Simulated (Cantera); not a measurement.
Input: 1 mol Si, 14 mol HBr, 99 mol H2, equilibrated at 402 °C and 300 Pa.

Equilibrium computed with Cantera from the NASA thermochemical tables; the gas is ideal and each condensed phase is pure. Candidate condensed phases: Br2, Si; 19 gas species. The numbers say what is thermodynamically allowed, not how fast it happens.

Base state: H2 0.902, HBr 0.0893, SiBr4 0.00892 (mole fractions); condensed: gas only.

Problem. What changes in the equilibrium state with this change: temperature from 402 °C to 900 °C?

Solution. 
| species | before | after |
|---|---|---|
| H2 | 0.902 | 0.887 |
| HBr | 0.0893 | 0.104 |
| SiBr2 | <1e-9 | 0.00777 |
| SiBr4 | 0.00892 | 0.000725 |
| Br | 1.04e-9 | 0.000116 |
| SiBr3 | 8.42e-9 | 0.000267 |
| SiHBr3 | 6.20e-6 | 8.59e-5 |
The tables' values for SiBr3 are old estimates; treat these amounts as uncertain.
